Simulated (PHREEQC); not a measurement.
**Phosphoric acid bath**

Dissolve 0.021 mol KH2PO4, 0.18 mol H2SO4 and 9.4e-07 mol H4SiO4 per kg of water at 25 °C. It is in equilibrium with CO2 at log p = -2 (atm). Otherwise closed; pH follows from the charge balance.

All values are PHREEQC results (ion-association model, phreeqc.dat), not measurements.

| Property | Result |
|---|---|
| pH | 0.82 |
| ionic strength | 0.237 mol/kgw |
| activity of water | 0.993 |
| specific conductance | 61100 µS/cm |
| density | 1.010 g/cm³ |
| total alkalinity | -360 meq/kg |

```csv
species,molality,activity,log γ
H+,0.189,0.150,-0.102
HSO4-,0.151,0.112,-0.131
SO4-2,0.0280,0.00768,-0.562
K+,0.0200,0.0140,-0.156
H3PO4,0.0197,0.0208,0.024
H2PO4-,0.00128,0.000945,-0.133
KSO4-,0.00102,0.000753,-0.133
CO2,0.000322,0.000340,0.024
H4SiO4,9.40e-7,9.93e-7,0.024
(CO2)2,2.01e-9,2.13e-9,0.024
HPO4-2,1.40e-9,3.92e-10,-0.552
HCO3-,1.36e-9,1.00e-9,-0.133
```

No solid was allowed to form. Complexes and solids missing from the database can't appear.
